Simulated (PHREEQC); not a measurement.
Consider water at 25 °C and 10 atm with 0.001 mol KHCO3 and 0.0015 mol NaF per kg of water. Closed to the air; pH follows from the charge balance.

Equilibrium calculation in PHREEQC: ion-association model, phreeqc.dat.

The pH is 8.25, the ionic strength is 0.00251 mol/kgw and the specific conductance is 265 µS/cm. The total alkalinity is 1.00 meq/kg.

| species | molality | activity | log γ |
|---|---|---|---|
| F- | 0.00150 | 0.00142 | -0.024 |
| Na+ | 0.00150 | 0.00142 | -0.024 |
| K+ | 0.00100 | 0.000946 | -0.024 |
| HCO3- | 0.000978 | 0.000926 | -0.023 |
| CO2 | 1.17e-5 | 1.17e-5 | 0.000 |
| CO3-2 | 9.60e-6 | 7.74e-6 | -0.094 |
| OH- | 1.90e-6 | 1.80e-6 | -0.024 |
| NaF | 1.15e-6 | 1.15e-6 | 0.000 |

No solid was allowed to form.
